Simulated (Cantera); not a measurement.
An isothermal, constant-pressure homogeneous reactor starts with 40.9 % H2, 22.7 % O2, 36.4 % N2, at 923 K and 1.00 bar.

Computed with Cantera and the H2/O2 subset of GRI-Mech 3.0, which has no nitrogen chemistry. Below about 950 K walls govern HO2 and H2O2 in real vessels. The temperature is held fixed by assumption; the heat of reaction is taken as removed at once.

x: mole fraction; the columns are a selection and need not sum to one.

```tsv
t (s)	x H2	x O2	x HO2	x H2O2	x OH	x H2O	x O
0.000300	0.409	0.227	7.43e-9	1.22e-10	2.36e-12	3.39e-9	9.11e-12
0.000802	0.409	0.227	(withheld)	9.32e-10	2.86e-12	(withheld)	1.10e-11
0.00214	0.409	0.227	6.58e-8	7.35e-9	4.56e-12	3.65e-8	1.74e-11
0.00573	0.409	0.227	2.69e-7	6.91e-8	1.31e-11	1.93e-7	4.81e-11
0.0153	0.409	0.227	2.65e-6	1.38e-6	1.30e-10	2.90e-6	4.45e-10
0.0410	0.409	0.227	2.35e-5	8.29e-5	3.48e-9	0.000180	8.51e-9
0.110	0.400	0.222	7.24e-5	0.00127	5.05e-8	0.0101	7.74e-8
0.293	0.356	0.201	7.44e-5	0.00177	5.15e-8	0.0648	5.59e-8
0.783	0.270	0.159	6.74e-5	0.00144	4.72e-8	0.174	3.44e-8
2.09	0.127	0.0898	4.81e-5	0.000634	4.65e-8	0.354	2.14e-8
5.60	0.0182	0.0374	1.76e-5	7.73e-5	4.10e-8	0.491	1.15e-8
15.0	0.000775	0.0289	2.22e-6	1.24e-6	1.42e-8	0.513	6.96e-10
40.0	(withheld)	0.0286	(withheld)	(withheld)	(withheld)	0.514	2.98e-11
```

Problem. Complete the blanks.

Solution. 
- 0.000802, x HO2: 2.13e-8
- 0.000802, x H2O: 1.04e-8
- 40.0, x H2: 7.64e-5
- 40.0, x HO2: 3.86e-7
- 40.0, x H2O2: 4.04e-8
- 40.0, x OH: 4.74e-9
